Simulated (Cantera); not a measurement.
# CaO + F2 (oxide etching and cleaning by halides)

Feed: 1 mol CaO, 0.98 mol F2, held at 620 Pa.

Method: chemical equilibrium by Gibbs-energy minimisation in Cantera with the NASA 1993 tables (ideal gas, pure condensed phases). Candidate condensed phases: Ca, CaF2, CaO; 13 gas species. Mutual solubility and eutectic melting of coexisting phases are not modelled. Equilibrium is a limit: real reactors are often held back by kinetics, nucleation or transport.

```
T (K)  log p O2  log p CaF2  log p O  log p F  n CaF2(s)  n CaO(s)  n CaF2(l)
-----  --------  ----------  -------  -------  ---------  --------  ---------
750       -2.21        <-14     <-14     <-14      0.980    0.0200          0
850       -2.21        <-14   -13.23     <-14      0.980    0.0200          0
950       -2.21      -14.07   -11.60     <-14      0.980    0.0200          0
1050      -2.21      -11.84   -10.28     <-14      0.980    0.0200          0
1150      -2.21      -10.02    -9.18   -12.75      0.980    0.0200          0
1250      -2.21       -8.51    -8.26   -11.40      0.980    0.0200          0
1350      -2.21       -7.23    -7.48   -10.25      0.980    0.0200          0
1450      -2.21       -6.14    -6.80    -9.26      0.980    0.0200          0
1550      -2.21       -5.22    -6.21    -8.41      0.980    0.0200          0
1650      -2.21       -4.42    -5.69    -7.67      0.977    0.0200          0
1750      -2.22       -3.75    -5.24    -7.03          0    0.0200      0.966
```
log p: log10 of the partial pressure in bar; n: condensed amount in mol.

From 750 K to 1650 K the condensed part is CaF2(s) + CaO(s). At 1750 K the condensed part is CaF2(l) + CaO(s).
